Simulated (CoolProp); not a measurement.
Cyclopropane at several states: Z from the reference equation and from simpler models built on Tc = 398.7 K, pc = 5.605 MPa, ω = 0.131; each cubic takes its own stable root.

Values from CoolProp's reference Helmholtz-energy equation of state, Polt 1992. This equation is an older, rougher fit; its heat capacities, sound speeds and derivatives of the liquid may be far off and weren't checked against measurements.

```
T (K)  p (MPa)          phase  reference
-----  -------  -------------  ---------
335.3     1.47            gas     0.8134
449.8       28  supercritical     0.6735
391.6     19.7         liquid     0.4871
```

Task: How far does each simpler model (van der Waals, Redlich-Kwong, Soave-Redlich-Kwong, Peng-Robinson) lie from the reference over these 3 states: mean and median of the absolute difference, and the worst?

Result: 
- van der Waals: mean 24.6 %, median 28.3 %, worst +39.0 % at 391.6 K and 19.7 MPa
- Redlich-Kwong: mean 6.0 %, median 6.4 %, worst +9.2 % at 391.6 K and 19.7 MPa
- Soave-Redlich-Kwong: mean 6.2 %, median 8.2 %, worst +8.9 % at 391.6 K and 19.7 MPa
- Peng-Robinson: mean 1.4 %, median 1.8 %, worst -2.3 % at 391.6 K and 19.7 MPa
